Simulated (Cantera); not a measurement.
A closed system holds: 1 mol SiCl₄, 5.9 mol HCl, 0.36 mol H₂, at 1273.15 K and 5400 Torr.

Equilibrium computed with Cantera from the NASA thermochemical tables; the gas is ideal and each condensed phase is pure. Candidate condensed phases: Si; 19 gas species. The tables' values for SiCl₃ are old estimates; treat these amounts as uncertain. Kinetics and transport are ignored.

Task: What is the equilibrium state?

Result: x(HCl): 0.813
x(SiCl₄): 0.137
x(H₂): 0.0492
x(SiHCl₃): 0.000332
x(SiCl₃): 0.000151
x(SiCl₂): 1.09e-6
gas amount: 7.261 mol
log10 activity of Si(s) (absent): -7.50
